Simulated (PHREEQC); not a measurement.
Consider water at 58 °C with 56 mmol/kgw HF, 0.34 mmol/kgw KF and 0.0033 mmol/kgw H4SiO4. Closed to the air; pH follows from the charge balance.

Equilibrium calculation in PHREEQC: ion-association model, wateq4f.dat.

Precipitation was switched off in this run.

Task: What pH, ionic strength does the model give?

Result: pH 2.36; ionic strength 0.00504 mol/kgw.

Task: In which forms is F present?

Result: HF 84 %, F- 7.4 %, H2F2 5.8 %, HF2- 3.1 % of the F.

Complexes and solids missing from the database can't appear. wateq4f.dat counts part of the HF as a dimer, H2F2, which phreeqc.dat doesn't know; its constant is uncertain. Constants without temperature data keep their 25 °C values here. SiF6-2 is the database's only silicon fluoride.
